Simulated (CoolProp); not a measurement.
Vapour-liquid equilibrium of ethane (1) + n-pentane (2) at 0.217 MPa; x and y are mole fractions of (1).

Computed with CoolProp (multi-fluid Helmholtz-energy mixture model, Bücker 2006 and Thol 2019; pair parameters Kunz 2012).

```json
[
 {"x": "0.05", "bubble temperature (K)": "295.8", "y at the bubble point": "0.711", "dew temperature at overall composition x (K)": "331.7", "liquid density (mol/L)": "8.821"},
 {"x": "0.125", "bubble temperature (K)": "260.4", "y at the bubble point": "0.941", "dew temperature at overall composition x (K)": "328.8", "liquid density (mol/L)": "9.628"},
 {"x": "0.2", "bubble temperature (K)": "242.5", "y at the bubble point": "0.980", "dew temperature at overall composition x (K)": "325.8", "liquid density (mol/L)": "10.23"},
 {"x": "0.275", "bubble temperature (K)": "231.8", "y at the bubble point": "0.990", "dew temperature at overall composition x (K)": "322.5", "liquid density (mol/L)": "10.77"},
 {"x": "0.35", "bubble temperature (K)": "224.6", "y at the bubble point": "0.995", "dew temperature at overall composition x (K)": "319.0", "liquid density (mol/L)": "11.30"},
 {"x": "0.425", "bubble temperature (K)": "219.4", "y at the bubble point": "0.997", "dew temperature at overall composition x (K)": "315.2", "liquid density (mol/L)": "11.84"},
 {"x": "0.5", "bubble temperature (K)": "215.3", "y at the bubble point": "0.998", "dew temperature at overall composition x (K)": "311.0", "liquid density (mol/L)": "12.40"},
 {"x": "0.575", "bubble temperature (K)": "212.1", "y at the bubble point": "0.999", "dew temperature at overall composition x (K)": "306.3", "liquid density (mol/L)": "12.99"},
 {"x": "0.65", "bubble temperature (K)": "209.3", "y at the bubble point": "0.999", "dew temperature at overall composition x (K)": "300.8", "liquid density (mol/L)": "13.63"},
 {"x": "0.725", "bubble temperature (K)": "207.0", "y at the bubble point": "0.999", "dew temperature at overall composition x (K)": "294.5", "liquid density (mol/L)": "14.31"},
 {"x": "0.8", "bubble temperature (K)": "204.9", "y at the bubble point": "1.000", "dew temperature at overall composition x (K)": "286.5", "liquid density (mol/L)": "15.05"},
 {"x": "0.875", "bubble temperature (K)": "203.0", "y at the bubble point": "1.000", "dew temperature at overall composition x (K)": "275.7", "liquid density (mol/L)": "15.87"},
 {"x": "0.95", "bubble temperature (K)": "201.2", "y at the bubble point": "1.000", "dew temperature at overall composition x (K)": "257.4", "liquid density (mol/L)": "16.77"}
]
```

No azeotrope shows between x = 0.05 and 0.95.

The pair parameters rest on a limited set of measurements; away from them the model extrapolates. The gap from Raoult's law changes sign with composition, which may be real or a fault of the pair parameters; it wasn't checked against measurements.
